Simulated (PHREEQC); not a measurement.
A solution holds 0.12 mol/kgw HCl, 0.0058 mol/kgw LiCl and 0.014 mol/kgw MnSO4, at 25 °C. Closed to the air; pH follows from the charge balance.

The numbers come from PHREEQC with the ion-association model, phreeqc.dat.

| Quantity | Result |
|---|---|
| pH | 1.05 |
| ionic strength | 0.154 mol/kgw |
| specific conductance | 40200 µS/cm |
| density | 1.001 g/cm³ |
| total alkalinity | -120 meq/kg |

| species | molality | activity | log γ |
|---|---|---|---|
| Cl- | 0.124 | 0.0909 | -0.134 |
| H+ | 0.110 | 0.0885 | -0.093 |
| Mn+2 | 0.0113 | 0.00401 | -0.452 |
| HSO4- | 0.0105 | 0.00794 | -0.120 |
| Li+ | 0.00578 | 0.00445 | -0.113 |
| SO4-2 | 0.00287 | 0.000923 | -0.493 |
| MnCl+ | 0.00197 | 0.00148 | -0.122 |
| MnSO4 | 0.000635 | 0.000658 | 0.015 |
| MnCl2 | 5.69e-5 | 5.89e-5 | 0.015 |
| LiSO4- | 2.37e-5 | 1.79e-5 | -0.122 |
| MnCl3- | 1.95e-6 | 1.48e-6 | -0.122 |

This is a speciation only: nothing precipitates in the calculation. Species that the database lacks are ignored.
